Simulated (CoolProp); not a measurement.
Vapour-liquid equilibrium of n-hexane (1) + cyclohexane (2) at 0.604 bar; x and y are mole fractions of (1).

Model: multi-fluid Helmholtz-energy mixture model, Thol 2019 and Zhou 2014; pair parameters Bell 2016, in CoolProp.

| x | bubble temperature (°C) | y at the bubble point | dew temperature at overall composition x (°C) | liquid density (mol/L) |
|---|---|---|---|---|
| 0.05 | 63.5 | 0.077 | 63.8 | 8.661 |
| 0.2 | 61.2 | 0.278 | 62.1 | 8.421 |
| 0.35 | 59.2 | 0.445 | 60.3 | 8.190 |
| 0.5 | 57.5 | 0.591 | 58.6 | 7.968 |
| 0.65 | 56.1 | 0.724 | 56.9 | 7.756 |
| 0.8 | 54.7 | 0.846 | 55.2 | 7.552 |
| 0.95 | 53.5 | 0.963 | 53.6 | 7.357 |

No azeotrope shows between x = 0.05 and 0.95.

The pair parameters rest on a limited set of measurements; away from them the model extrapolates.
